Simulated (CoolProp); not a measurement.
Saturation properties of cis-2-butene.

Values from CoolProp's reference Helmholtz-energy equation of state, Lemmon 2005. It is a short technical equation, of lower accuracy than the large ones.

```csv
T (°C),p (kPa),liquid density (kg/m³),liquid cp (kJ/(kg K)),vapour Z,surface tension (mN/m)
24.75,212.0,615.7,2.244,[?],14.1
28.15,236.2,611.7,2.260,0.9279,13.6
31.65,263.3,607.4,2.276,0.9225,13.2
35.15,292.8,603.2,2.293,[?],12.8
38.55,323.7,599.0,2.310,0.9110,12.3
42.05,358.0,594.6,2.329,0.9047,11.9
45.45,394.0,590.3,2.347,0.8984,[?]
48.95,433.7,585.8,2.367,0.8916,11.1
52.45,476.4,581.2,2.387,0.8846,10.6
55.85,520.8,576.7,2.407,0.8774,10.2
59.35,569.6,572.0,2.429,0.8698,9.81
62.75,620.2,567.4,2.451,0.8620,9.41
66.25,675.8,[?],2.475,0.8538,9.00
69.65,733.2,557.7,2.499,0.8454,8.61
73.15,795.9,552.7,2.525,0.8365,8.21
```

Task: Complete the blanks.

Result: 
- 24.75, vapour Z: 0.9330
- 35.15, vapour Z: 0.9167
- 45.45, surface tension (mN/m): 11.5
- 66.25, liquid density (kg/m³): 562.5

It boils at 3.7 °C under 1 atm.

Surface tension comes from a separate correlation (Mulero 2014).
